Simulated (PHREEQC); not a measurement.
Solution (25 °C): 0.075 mmol/kgw Ca(HCO3)2, 3 mmol/kgw Na2HPO4 and 0.039 mmol/kgw MgSO4. Closed to the air; pH follows from the charge balance.

Model: ion-association model, phreeqc.dat, run in PHREEQC.

The ionic strength comes out as 0.00898 mol/kgw. What activity coefficients do Na+, Mg+2, PO4-3, SO4-2, HPO4-2 get?

Na+ 0.91, Mg+2 0.69, PO4-3 0.41, SO4-2 0.68, HPO4-2 0.68.

No solid was allowed to form. The solution is supersaturated, for example in Hydroxyapatite, so a real one may precipitate; this is no full list. Species that the database lacks are ignored.
